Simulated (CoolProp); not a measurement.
Vapour-liquid equilibrium of ethanol (1) + toluene (2) at 0.0367 MPa; x and y are mole fractions of (1).

Computed with CoolProp (multi-fluid Helmholtz-energy mixture model, Schroeder 2014 and Lemmon 2006; pair parameters Bell 2016).

Problem. Give the bubble temperature and the first vapour's composition at x = 0.05, 0.2, 0.8. Is there an azeotrope?

Solution. x = 0.05: 65.1 °C, y = 0.408; x = 0.2: 54.1 °C, y = 0.649; x = 0.8: 52.2 °C, y = 0.756. y crosses x between x = 0.65 and 0.725: the model has an azeotrope there.

Pair parameters are fitted to limited data, so mixtures are less certain than the pure fluids. With so large a gap from Raoult's law the liquid may split in two, which this calculation doesn't test in full.
